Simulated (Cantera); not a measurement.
**Thermodynamics of roasting and sulfation, feed Fe₂O₃ + O₂ + N₂ + SO₂**

Charge: 1 mol Fe₂O₃, 0.47 mol O₂, 3.7 mol N₂, 4.1 mol SO₂, at 1675 K.

Cantera equilibrium calculation (NASA polynomials, part measured and part estimated; ideal gas, pure solids and liquids). Candidate condensed phases: Fe, FeO, FeS, FeSO₄, FeS₂, Fe₂O₃, Fe₂(SO₄)₃, Fe₃O₄, S; 19 gas species. Mutual solubility and eutectic melting of coexisting phases are not modelled. Equilibrium is a limit: real reactors are often held back by kinetics, nucleation or transport.

| P (Pa) | x SO₂ | x N₂ | x O₂ | x SO₃ | n Fe₃O₄(s) | n Fe₂O₃(s) |
|---|---|---|---|---|---|---|
| 1000 | 0.486 | 0.438 | 0.0748 | 0.000224 | 0.667 | 0 |
| 4600 | 0.486 | 0.438 | 0.0747 | 0.000479 | 0.667 | 0 |
| 21000 | 0.485 | 0.438 | 0.0744 | 0.00102 | 0.667 | 0 |
| 96000 | 0.484 | 0.438 | 0.0739 | 0.00217 | 0.667 | 0 |
| 440000 | 0.490 | 0.445 | 0.0595 | 0.00422 | 0.184 | 0.725 |
| 2000000 | 0.489 | 0.449 | 0.0524 | 0.00843 | 0 | 1.00 |
x: gas mole fraction; n: condensed amount in mol.

From 1000 Pa to 96000 Pa the condensed part is Fe₃O₄(s). At 440000 Pa the condensed part is Fe₂O₃(s) + Fe₃O₄(s). At 2000000 Pa the condensed part is Fe₂O₃(s).
